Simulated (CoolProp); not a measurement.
Vapour-liquid equilibrium of toluene (1) + p-xylene (2) at 486.1 K; x and y are mole fractions of (1).

Model: multi-fluid Helmholtz-energy mixture model, Lemmon 2006 and Zhou 2012; pair parameters Bell 2016, in CoolProp.

```
x      bubble pressure (kPa)  y at the bubble point  dew pressure at overall composition x (kPa)  liquid density (mol/L)
-----  ---------------------  ---------------------  -------------------------------------------  ----------------------
0.05                   547.1                  0.078                                        539.8                   6.361
0.125                  576.8                  0.188                                        559.4                       …
0.2                    606.9                  0.288                                        580.4                       …
0.275                  637.3                  0.380                                        602.9                   6.534
0.35                   668.0                  0.464                                        627.2                   6.593
0.425                  698.8                  0.543                                        653.4                   6.653
0.5                    729.7                  0.615                                        681.7                   6.714
0.575                      …                  0.683                                        712.2                   6.776
0.65                   791.8                      …                                            …                   6.839
0.725                  823.0                  0.806                                        781.1                   6.902
0.8                    854.2                  0.862                                        819.8                   6.967
0.875                  885.5                  0.916                                        861.5                   7.034
0.95                   917.0                  0.967                                        906.3                   7.101
```

Q: Some entries are withheld; supply them.

A: 
- 0.125, liquid density (mol/L): 6.418
- 0.2, liquid density (mol/L): 6.476
- 0.575, bubble pressure (kPa): 760.7
- 0.65, y at the bubble point: 0.746
- 0.65, dew pressure at overall composition x (kPa): 745.3

No azeotrope shows between x = 0.05 and 0.95.

Pair parameters are fitted to limited data, so mixtures are less certain than the pure fluids.
